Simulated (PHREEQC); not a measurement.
Model water analysis in mmol/kgw, 25 °C, pH 5.74, pe 11:

```tsv
constituent	mmol/kgw
Na	0.000495
K	0.000797
Ca	0.00142
Mg	0.000519
Cl	0.0035
S(6)	0.000614
Alkalinity (meq/kgw)	0.000208
Ba	5.03e-05
```

Valence states are taken as typed.

All values are PHREEQC results (ion-association model, wateq4f.dat), not measurements.

* **ionic strength**: 9.53e-6 mol/kgw
* **charge-balance error**: 2.4 %

```json
[
 {"species": "CO2", "molality": "8.27e-6", "activity": "8.27e-6", "log γ": "0.000"},
 {"species": "Cl-", "molality": "3.50e-6", "activity": "3.49e-6", "log γ": "-0.002"},
 {"species": "HCO3-", "molality": "2.03e-6", "activity": "2.02e-6", "log γ": "-0.002"},
 {"species": "H+", "molality": "1.83e-6", "activity": "1.82e-6", "log γ": "-0.002"},
 {"species": "Ca+2", "molality": "1.42e-6", "activity": "1.40e-6", "log γ": "-0.006"},
 {"species": "K+", "molality": "7.97e-7", "activity": "7.94e-7", "log γ": "-0.002"},
 {"species": "SO4-2", "molality": "6.14e-7", "activity": "6.05e-7", "log γ": "-0.006"},
 {"species": "Mg+2", "molality": "5.19e-7", "activity": "5.11e-7", "log γ": "-0.006"},
 {"species": "Na+", "molality": "4.95e-7", "activity": "4.93e-7", "log γ": "-0.002"},
 {"species": "Ba+2", "molality": "5.03e-8", "activity": "4.96e-8", "log γ": "-0.006"},
 {"species": "OH-", "molality": "5.52e-9", "activity": "5.50e-9", "log γ": "-0.002"}
]
```

No solid was allowed to form.
